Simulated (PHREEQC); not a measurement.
A column of 0.5 m (30 cells, dispersivity 0.025 m, 3600 s a shift, diffusion coefficient 3e-10 m²/s) holds 0.021 eq of the database's cation exchanger X per kg of pore water, first in equilibrium with 24 mmol/kgw CdCl2, 10 mmol/kgw ZnCl2 and 0.01 mmol/kgw HCl. It is flushed with 0.021 mol CdCl2, 0.00018 mol PbCl2 and 1e-05 mol HCl per kg of water, at 40 °C. Values are for the last cell. CO2 from the air is kept out. No solid was allowed to form.

Base run: PHREEQC, ion-association model, phreeqc.dat. Each further column changes one thing. The table gives Pb in solution (mol/kgw).

```tsv
pore volumes	base	exchange capacity from 0.021 to 0.011 eq/kgw	dispersivity from 0.025 to 0.05 m
0	0	0	0
0.3167	9.75e-12	2.47e-10	1.24e-8
0.6167	3.62e-7	2.01e-6	3.12e-6
0.9167	6.13e-6	2.06e-5	1.66e-5
1.217	2.08e-5	5.29e-5	3.62e-5
1.517	4.23e-5	8.77e-5	5.78e-5
1.817	6.77e-5	0.000119	7.91e-5
2.117	9.32e-5	0.000143	9.88e-5
2.417	0.000116	0.000159	0.000116
2.717	0.000135	0.000168	0.000131
3.017	0.000149	0.000174	0.000142
```

Away from 25 °C the constants follow the database's enthalpies or fits; those with neither stay at their 25 °C values.
